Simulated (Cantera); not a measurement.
Cantera run:

```python
import numpy as np
import cantera as ct

gas_names = """
    CL CL2 H HCL H2 Si SiCL SiCL2 SiCL3 SiCL4 SiH SiHCL3 SiH2 SiH2CL2 SiH3 SiH3CL SiH4 Si2 Si3
""".split()
cond_names = """
    Si(cr) Si(L)
""".split()


def load(file, names, dense=False):
    # The tables refer to 1 bar. Condensed volumes are neglected.
    table = {s.name: s for s in ct.Species.list_from_file(file)}
    out = []
    for n in names:
        d = dict(table[n].input_data)
        d["thermo"] = dict(d["thermo"], **{"reference-pressure": 1e5})
        if dense:
            d["equation-of-state"] = {"model": "constant-volume", "density": "1e6 g/cm^3"}
        out.append(ct.Species.from_dict(d))
    return out


gas = ct.Solution(thermo="ideal-gas", species=load("nasa_gas.yaml", gas_names))
cond = {s.name: ct.Solution(thermo="fixed-stoichiometry", species=[s], name=s.name)
        for s in load("nasa_condensed.yaml", cond_names, dense=True)}
atoms = {
    'SiCl4': {'Si': 1, 'CL': 4},
    'Cl2': {'CL': 2},
    'H2': {'H': 2},
}
top_T = {}  # K; cautious upper limits of use, not melting points


def equilibrate(T, P, feed):
    n = {}
    for name, mol in feed.items():
        for a, k in atoms[name].items():
            n[a] = n.get(a, 0.0) + k * mol
    gas.TPX = T, P, n
    mass = sum(n.values()) * gas.mean_molecular_weight
    gas.equilibrate("TP")
    valid = [c for c in cond.values() if c.min_temp <= T <= top_T.get(c.name, c.max_temp)]
    mix = ct.Mixture([(gas, mass / gas.mean_molecular_weight)] + [(c, 0.0) for c in valid])
    mix.T, mix.P = T, P
    mix.equilibrate("TP", solver="vcs", rtol=1e-11, max_steps=5000)
    return mix


results = []
feed = {'SiCl4': 1, 'Cl2': 2.1, 'H2': 8.7}  # mol
P = 13332.2  # Pa
for T in [1073, 1173, 1273, 1373, 1473, 1573, 1673]:
    mix = equilibrate(T, P, feed)
    results.append((T, P, feed, dict(zip(mix.species_names, mix.species_moles))))
    x = sorted(zip(gas.X, gas.species_names), reverse=True)
    print(f"T = {T:g} K  P = {P:g} Pa  gas = {mix.phase_moles(0):.4g} mol")
    print("   x: " + "  ".join(f"{s} {v:.3e}" for v, s in x if v > 1e-05))
    print("   condensed (mol): " + ("  ".join(f"{mix.phase(i).name} {mix.phase_moles(i):.4g}"
          for i in range(1, mix.n_phases) if mix.phase_moles(i) > 1e-12) or "none"))
```

It prints:

```
T = 1073 K  P = 13332.2 Pa  gas = 11.8 mol
   x: H2 5.575e-01  HCL 3.577e-01  SiCL4 8.289e-02  SiHCL3 1.583e-03  SiCL3 2.420e-04  SiCL2 1.130e-05
   condensed (mol): none
T = 1173 K  P = 13332.2 Pa  gas = 11.81 mol
   x: H2 5.552e-01  HCL 3.602e-01  SiCL4 8.037e-02  SiHCL3 2.887e-03  SiCL3 1.224e-03  SiCL2 1.836e-04  SiH2CL2 1.328e-05
   condensed (mol): none
T = 1273 K  P = 13332.2 Pa  gas = 11.85 mol
   x: H2 5.487e-01  HCL 3.669e-01  SiCL4 7.381e-02  SiCL3 4.418e-03  SiHCL3 4.412e-03  SiCL2 1.733e-03  SiH2CL2 3.650e-05
   condensed (mol): none
T = 1373 K  P = 13332.2 Pa  gas = 11.97 mol
   x: H2 5.315e-01  HCL 3.850e-01  SiCL4 5.847e-02  SiCL3 1.074e-02  SiCL2 9.129e-03  SiHCL3 5.106e-03  SiH2CL2 6.597e-05
   condensed (mol): none
T = 1473 K  P = 13332.2 Pa  gas = 12.21 mol
   x: H2 5.023e-01  HCL 4.158e-01  SiCL4 3.568e-02  SiCL2 2.570e-02  SiCL3 1.637e-02  SiHCL3 4.049e-03  SiH2CL2 7.203e-05  H 2.456e-05  CL 1.648e-05
   condensed (mol): none
T = 1573 K  P = 13332.2 Pa  gas = 12.46 mol
   x: H2 4.743e-01  HCL 4.453e-01  SiCL2 4.454e-02  SiCL3 1.675e-02  SiCL4 1.657e-02  SiHCL3 2.339e-03  H 7.669e-05  CL 5.723e-05  SiH2CL2 5.447e-05
   condensed (mol): none
T = 1673 K  P = 13332.2 Pa  gas = 12.62 mol
   x: HCL 4.636e-01  H2 4.568e-01  SiCL2 5.815e-02  SiCL3 1.343e-02  SiCL4 6.471e-03  SiHCL3 1.144e-03  H 2.108e-04  CL 1.671e-04  SiH2CL2 3.488e-05
   condensed (mol): none
```

Equilibrium computed with Cantera from the NASA thermochemical tables; the gas is ideal and each condensed phase is pure. The tables' values for SiCl3 are old estimates; treat these amounts as uncertain.
